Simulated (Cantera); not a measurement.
Equilibrium for carbon deposition, reforming and gasification: CH3OH + CO2

A closed system holds: 1 mol CH3OH, 0.054 mol CO2, equilibrated at 4.30 mbar.

Equilibrium computed with Cantera from the NASA thermochemical tables; the gas is ideal and each condensed phase is pure. Candidate condensed phases: C, C6H6, C7H8, C8H18, H2O; 131 gas species. Ions and electrons are included (thermal ionisation). The numbers say what is thermodynamically allowed, not how fast it happens.

```json
[
 {"T (K)": "2500", "x H": "0.252", "x H2": "0.433", "x CO": "0.300", "x O": "0.000558", "x C": "4.35e-11", "x H2O": "0.0121"},
 {"T (K)": "2750", "x H": "0.501", "x H2": "0.230", "x CO": "0.256", "x O": "0.00412", "x C": "6.03e-10", "x H2O": "0.00513"},
 {"T (K)": "3000", "x H": "0.684", "x H2": "0.0808", "x CO": "0.223", "x O": "0.00887", "x C": "1.33e-8", "x H2O": "0.000607"},
 {"T (K)": "3250", "x H": "0.754", "x H2": "0.0237", "x CO": "0.211", "x O": "0.0102", "x C": "3.21e-7", "x H2O": "4.27e-5"},
 {"T (K)": "3500", "x H": "0.774", "x H2": "0.00739", "x CO": "0.208", "x O": "0.0105", "x C": "5.60e-6", "x H2O": "3.55e-6"},
 {"T (K)": "3750", "x H": "0.780", "x H2": "0.00260", "x CO": "0.207", "x O": "0.0106", "x C": "6.83e-5", "x H2O": "3.95e-7"},
 {"T (K)": "4000", "x H": "0.781", "x H2": "0.00103", "x CO": "0.206", "x O": "0.0111", "x C": "0.000588", "x H2O": "5.93e-8"},
 {"T (K)": "4250", "x H": "0.780", "x H2": "0.000454", "x CO": "0.202", "x O": "0.0138", "x C": "0.00328", "x H2O": "1.31e-8"},
 {"T (K)": "4500", "x H": "0.774", "x H2": "0.000215", "x CO": "0.193", "x O": "0.0217", "x C": "0.0113", "x H2O": "4.39e-9"},
 {"T (K)": "4750", "x H": "0.761", "x H2": "0.000108", "x CO": "0.173", "x O": "0.0378", "x C": "0.0275", "x H2O": "1.88e-9"},
 {"T (K)": "5000", "x H": "0.741", "x H2": "5.70e-5", "x CO": "0.141", "x O": "0.0640", "x C": "0.0538", "x H2O": "8.75e-10"}
]
```
x: gas mole fraction; nothing condenses.

From 2500 K to 5000 K nothing is condensed. The main C-bearing gas is CO throughout.
